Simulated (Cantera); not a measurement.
Charge: 1 mol Ta, a varied amount of CH4, held at 1.00 bar.

Equilibrium computed with Cantera from the NASA thermochemical tables; the gas is ideal and each condensed phase is pure. Candidate condensed phases: C, C6H6, C7H8, C8H18, Ta, TaC; 77 gas species. Mutual solubility and eutectic melting of coexisting phases are not modelled. TaC: taken at fixed stoichiometry. Condensed phases not in the tables: Ta2C, N, O or C dissolved in the metal. Rates play no part.

Stable condensed phases, one row left out:

```
T in K \ n(CH4) in mol
         0.61  0.7 0.81 0.93  1.1  1.2  1.4  1.7  1.9  2.2  2.5  2.9  3.4
   1175     A    A    A    A    B    B    B    B    B    B    B    B    B
   1150     A    A    A    A    B    B    B    B    B    B    B    B    B
   1125     A    A    A    A    B    B    B    B    B    B    B    B    B
   1100     A    A    A    A    B    B    B    B    B    B    B    B    B
   1075     A    A    A    A    B    B    B    B    B    B    B    B    B
   1050     A    A    A    A    C    B    B    B    B    B    B    B    B
   1025     A    A    A    A    C    B    B    B    B    B    B    B    B
    975     A    A    A    A    C    C    B    B    B    B    B    B    B
    950     A    A    A    A    C    C    B    B    B    B    B    B    B
    925     A    A    A    A    C    C    B    B    B    B    B    B    B
```

A: Ta + TaC; B: C + TaC; C: TaC.

Task: Give the row for 1000 K.

Result: 0.61: Ta + TaC; 0.7: Ta + TaC; 0.81: Ta + TaC; 0.93: Ta + TaC; 1.1: TaC; 1.2: C + TaC; 1.4: C + TaC; 1.7: C + TaC; 1.9: C + TaC; 2.2: C + TaC; 2.5: C + TaC; 2.9: C + TaC; 3.4: C + TaC.
